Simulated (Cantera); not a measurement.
A closed system holds: 1 mol SiC, 0.08 mol CO2, 80 mol H2, held at 1275 K and 480 Pa.

These are equilibrium values from Cantera (NASA tables, ideal gas, pure condensed phases), not measurements of a reactor. Candidate condensed phases: C, C6H6, C7H8, C8H18, H2O, Si, SiC, SiO2; 123 gas species. Mutual solubility and eutectic melting of coexisting phases are not modelled. The tables hold silica as quartz up to 1696 K and as liquid above; real silica turns to tridymite and cristobalite and melts near 1996 K. Equilibrium is a limit: real reactors are often held back by kinetics, nucleation or transport.

Base state: H2 0.998, CO 0.00138, SiO 0.000158, H 1.06e-5 (mole fractions); condensed: SiC(s) + SiO2(β-quartz).

Task: What changes in the equilibrium state with this change: temperature from 1275 K to 2223.15 K?

Result: 
```json
[
 {"species": "H2", "before": "0.998", "after": "0.897"},
 {"species": "H", "before": "1.06e-5", "after": "0.0876"},
 {"species": "Si", "before": "<1e-9", "after": "0.00943"},
 {"species": "C2H2 (acetylene)", "before": "2.16e-9", "after": "0.00260"},
 {"species": "SiC2", "before": "<1e-9", "after": "0.000989"},
 {"species": "Si2C", "before": "<1e-9", "after": "0.000511"},
 {"species": "SiH", "before": "<1e-9", "after": "0.000262"},
 {"species": "SiH2", "before": "1.70e-9", "after": "2.93e-5"},
 {"species": "SiC(s), mol", "before": "0.969", "after": "0"},
 {"species": "SiO2(β-quartz), mol", "before": "0.0183", "after": "0"},
 {"species": "C(graphite), mol", "before": "0", "after": "0.266"}
]
```
Gases not in the tables: Si2H6 and higher silanes.

Task: What changes in the equilibrium state with this change: CO2 from 0.08 to 0.21 mol?

Result: 
```tsv
species	before	after
H2	0.998	0.996
CO	0.00138	0.00352
SiO	0.000158	0.000116
H	1.06e-5	1.06e-5
SiC(s), mol	0.969	0.927
SiO2(β-quartz), mol	0.0183	0.0639
```
